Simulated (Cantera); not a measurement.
A perfectly stirred reactor is fed with H2 : O2 = 0.14 : 1 (molar parts), equivalence ratio 0.070, at 10.00 Torr; it is held at 1075 K, and followed from long to short residence time.

Detailed kinetics in Cantera: the H2/O2 subset of GRI-Mech 3.0, which has no nitrogen chemistry. Radical loss at walls, strong at low pressure, is not modelled. The temperature is held fixed by assumption; the heat of reaction is taken as removed at once.

### Question
What does this change do: O2 1 to 0.11 parts?

### Answer
```tsv
quantity	before	after
x(H2) at τ = 2.60 s	0.000324	0.00233
x(O2) at τ = 2.60 s	0.868	0.222
x(O) at τ = 2.60 s	0.00107	0.000746
x(HO2) at τ = 2.60 s	3.57e-6	9.52e-6
x(H2O) at τ = 2.60 s	0.130	0.773
x(H2) at τ = 26.0 ms	0.00489	0.0372
x(O2) at τ = 26.0 ms	0.849	0.231
x(O) at τ = 26.0 ms	0.0163	0.0138
x(HO2) at τ = 26.0 ms	9.28e-6	1.33e-5
x(H2O) at τ = 26.0 ms	0.117	0.659
```

### Question
What does this change do: temperature 1075 to 1350 K?

### Answer
```tsv
quantity	before	after
x(H2) at τ = 2.60 s	0.000324	0.000234
x(O2) at τ = 2.60 s	0.868	0.865
x(O) at τ = 2.60 s	0.00107	0.00268
x(HO2) at τ = 2.60 s	3.57e-6	1.47e-6
x(H2O) at τ = 2.60 s	0.130	0.129
x(H2) at τ = 26.0 ms	0.00489	0.00325
x(O2) at τ = 26.0 ms	0.849	0.824
x(O) at τ = 26.0 ms	0.0163	0.0382
x(HO2) at τ = 26.0 ms	9.28e-6	4.36e-6
x(H2O) at τ = 26.0 ms	0.117	0.113
```
